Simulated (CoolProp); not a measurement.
Properties of dimethyl carbonate along the isobar 28600 kPa (Tc = 557.0 K, pc = 4909 kPa, ω = 0.346).

The numbers come from the reference Helmholtz-energy equation of state, Zhou 2011 in CoolProp.

```tsv
T (K)	phase	density (kg/m³)	cv (kJ/(kg K))	Joule-Thomson coefficient (K/MPa)	isothermal compressibility (1/MPa)
507.8	liquid	(withheld)	1.714	(withheld)	0.003164
519.3	liquid	814.9	1.734	-0.07435	0.003482
530.8	liquid	799.2	1.754	-0.04630	0.003842
542.4	liquid	783.0	1.774	-0.01491	0.004254
553.9	liquid	766.7	(withheld)	0.01963	0.004721
565.4	supercritical	750.1	1.811	0.05789	0.005253
576.9	supercritical	733.1	1.829	0.1001	(withheld)
588.5	supercritical	715.6	1.846	0.1467	0.006555
600	supercritical	697.9	1.863	0.1966	0.007333
```

Problem. Complete the blanks.

Solution. 
- 507.8, density (kg/m³): 830.4
- 507.8, Joule-Thomson coefficient (K/MPa): -0.09974
- 553.9, cv (kJ/(kg K)): 1.793
- 576.9, isothermal compressibility (1/MPa): 0.005860
